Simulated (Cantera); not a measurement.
Input: 1 mol CH₃Cl, 0.13 mol F₂, equilibrated at 1.00 Torr.

Method: chemical equilibrium by Gibbs-energy minimisation in Cantera with the NASA 1993 tables (ideal gas, pure condensed phases). Candidate condensed phases: C, C₆H₆, C₇H₈, C₈H₁₈; 118 gas species. The numbers say what is thermodynamically allowed, not how fast it happens. All values below are at 2675 K.

Base state: H 0.492, Cl 0.221, H₂ 0.121, HCl 0.0779, HF 0.0766, C₃ 0.00472, C₂H₂ (acetylene) 0.00261, C 0.00118 (mole fractions); condensed: C(graphite).

Task: What changes in the equilibrium state with this change: F₂ from 0.13 to 0.41 mol?

Result: 
```json
[
 {"species": "H", "before": "0.492", "after": "0.397"},
 {"species": "HF", "before": "0.0766", "after": "0.228"},
 {"species": "Cl", "before": "0.221", "after": "0.220"},
 {"species": "H₂", "before": "0.121", "after": "0.0787"},
 {"species": "HCl", "before": "0.0779", "after": "0.0628"},
 {"species": "CF", "before": "5.36e-5", "after": "0.000198"},
 {"species": "F", "before": "0.000996", "after": "0.00368"},
 {"species": "C(graphite), mol", "before": "0.920", "after": "0.923"}
]
```

Task: What changes in the equilibrium state with this change: CH₃Cl replaced by CCl₄?

Result: 
| species | before | after |
|---|---|---|
| Cl | 0.221 | 0.933 |
| F | 0.000996 | 0.0573 |
| C₃ | 0.00472 | 0.00472 |
| H | 0.492 | 0 |
| H₂ | 0.121 | 0 |
| HCl | 0.0779 | 0 |
| HF | 0.0766 | 0 |
| C₂H₂ (acetylene) | 0.00261 | 0 |
| C₂H | 0.00108 | 0 |
| C₂HCl | 2.51e-5 | 0 |
| C₄H₂ | 2.33e-5 | 0 |
| C(graphite), mol | 0.920 | 0.916 |
The tables' values for CCl are old estimates; treat these amounts as uncertain.

Task: What changes in the equilibrium state with this change: F₂ from 0.13 to 0.43 mol?

Result: 
```
species             before     after
----------------  --------  --------
H                    0.492     0.390
HF                  0.0766     0.239
Cl                   0.221     0.220
H₂                   0.121    0.0760
HCl                 0.0779    0.0617
CF                 5.36e-5  0.000211
F                 0.000996   0.00392
C₂H₂ (acetylene)   0.00261   0.00164
C₄H₂               2.33e-5   1.46e-5
C₂HCl              2.51e-5   1.98e-5
C(graphite), mol     0.920     0.923
```
